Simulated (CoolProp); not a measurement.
Vapour pressure (bar) of sulfur dioxide: the reference equation beside estimates from Tc = 157.5 °C, pc = 78.87 bar, ω = 0.256.

Computed with CoolProp (reference Helmholtz-energy equation of state, Gao 2016).

| T (°C) | reference | van der Waals | Soave-Redlich-Kwong | Peng-Robinson |
|---|---|---|---|---|
| 26.65 | 4.143 | 15.37 | 4.139 | 4.127 |
| 31.95 | 4.918 | 16.81 | 4.919 | 4.896 |
| 37.25 | 5.800 | 18.32 | 5.808 | 5.771 |
| 42.55 | 6.798 | 19.93 | 6.815 | 6.762 |
| 47.85 | 7.921 | 21.62 | 7.950 | 7.878 |
| 53.15 | 9.179 | 23.40 | 9.223 | 9.129 |
| 58.45 | 10.58 | 25.28 | 10.64 | 10.53 |
| 63.75 | 12.14 | 27.24 | 12.22 | 12.08 |
| 69.05 | 13.86 | 29.30 | 13.97 | 13.80 |
| 74.35 | 15.76 | 31.46 | 15.90 | 15.70 |

Absolute difference from the reference over all 10 rows, mean and median: van der Waals 172.4 and 163.9 %, Soave-Redlich-Kwong 0.4 and 0.4 %, Peng-Robinson 0.5 and 0.5 %.
